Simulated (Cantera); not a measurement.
A closed system holds: 1 mol CF₄, 1.3 mol CH₄, at 100 Torr.

These are equilibrium values from Cantera (NASA tables, ideal gas, pure condensed phases), not measurements of a reactor. Candidate condensed phases: C, C₆H₆, C₇H₈, C₈H₁₈; 95 gas species. Kinetics and transport are ignored.

**Question.** What share of the C ends up in condensed phases as a function of T (K), at 2400, 2550, 2700, 2850, 3000, 3150, 3300?

**Answer.** 
```
T (K)  C condensed (%)           as
-----  ---------------  -----------
2400              99.7  C(graphite)
2550              99.4  C(graphite)
2700              98.9  C(graphite)
2850              98.0  C(graphite)
3000              95.7  C(graphite)
3150              87.4  C(graphite)
3300              56.0  C(graphite)
```
